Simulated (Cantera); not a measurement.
Input: 1 mol Fe3O4, 0.3 mol H2, 2.2 mol H2O, at 1650 K and 1330 Pa.

Method: chemical equilibrium by Gibbs-energy minimisation in Cantera with the NASA 1993 tables (ideal gas, pure condensed phases). Candidate condensed phases: Fe, FeO, Fe(OH)2, Fe(OH)3, Fe2O3, Fe3O4, H2O; 12 gas species. Mutual solubility and eutectic melting of coexisting phases are not modelled. The tables' stoichiometric FeO is somewhat more stable than real wüstite, so its field is too wide. FeO: taken at fixed stoichiometry. Equilibrium is a limit: real reactors are often held back by kinetics, nucleation or transport.

Base state: H2O 0.985, H2 0.0148, OH 0.000287, H 9.58e-5, Fe(OH)2 5.62e-5, O2 4.56e-5 (mole fractions); condensed: FeO(l) + Fe3O4(s).

Question: What changes in the equilibrium state with this change: Fe3O4 replaced by V2O3?

Answer: 
```tsv
species	before	after
H2O	0.985	0.880
H2	0.0148	0.120
H	9.58e-5	0.000272
OH	0.000287	9.03e-5
VO2	0	4.10e-5
Fe(OH)2	5.62e-5	0
O2	4.56e-5	5.56e-7
FeO(l), mol	0.790	0
Fe3O4(s), mol	0.737	0
V2O3(s), mol	0	1.000
```
Condensed phases not in the tables: the oxides between V2O3 and V2O5 other than VO2. Further candidate phases: V, VO, V2O3, V2O4, V2O5.

Question: What changes in the equilibrium state with this change: Fe3O4 replaced by V2O5?

Answer: 
```json
[
 {"species": "H2O", "before": "0.985", "after": "0.875"},
 {"species": "O2", "before": "4.56e-5", "after": "0.122"},
 {"species": "OH", "before": "0.000287", "after": "0.00195"},
 {"species": "H2", "before": "0.0148", "after": "0.000254"},
 {"species": "VO2", "before": "0", "after": "0.000183"},
 {"species": "Fe(OH)2", "before": "5.62e-5", "after": "0"},
 {"species": "O", "before": "1.51e-6", "after": "7.84e-5"},
 {"species": "H", "before": "9.58e-5", "after": "1.25e-5"},
 {"species": "FeO(l), mol", "before": "0.790", "after": "0"},
 {"species": "Fe3O4(s), mol", "before": "0.737", "after": "0"},
 {"species": "V2O4(s), mol", "before": "0", "after": "1.000"}
]
```
Condensed phases not in the tables: the oxides between V2O3 and V2O5 other than VO2. Further candidate phases: V, VO, V2O3, V2O4, V2O5.
